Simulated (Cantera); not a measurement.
A closed system holds: 1 mol PH3, 1.6 mol H2O, 0.077 mol O2, equilibrated at 6.60 mbar.

Method: chemical equilibrium by Gibbs-energy minimisation in Cantera with the NASA 1993 tables (ideal gas, pure condensed phases). Candidate condensed phases: H2O, P, P4O10; 17 gas species. Gases not in the tables: HPO2, HPO3 and P4O6. Rates play no part. All values below are at 2350 K.

Base state: H2 0.529, PO 0.180, H2O 0.125, H 0.112, PO2 0.0460, OH 0.00457, P 0.00150, P2 0.000995 (mole fractions); condensed: gas only.

Problem. What changes in the equilibrium state with this change: pressure from 6.60 mbar to 1 atm?

Solution. 
| species | before | after |
|---|---|---|
| H2 | 0.529 | 0.566 |
| H2O | 0.125 | 0.207 |
| PO | 0.180 | 0.131 |
| H | 0.112 | 0.00933 |
| P2 | 0.000995 | 0.0340 |
| PO2 | 0.0460 | 0.0512 |
| O | 0.000652 | 6.52e-6 |
| O2 | 6.43e-5 | 9.89e-7 |
| OH | 0.00457 | 0.000586 |
| PH | 5.99e-5 | 0.000362 |

Problem. What changes in the equilibrium state with this change: O2 from 0.077 to 2.2 mol?

Solution. 
```
species    before    after
-------  --------  -------
H2O         0.125    0.519
PO2        0.0460    0.182
O2        6.43e-5    0.106
H2          0.529   0.0537
PO          0.180   0.0176
O        0.000652   0.0265
OH        0.00457   0.0592
H           0.112   0.0356
P2       0.000995  5.71e-9
PH        5.99e-5  4.57e-8
P         0.00150  3.59e-6
```
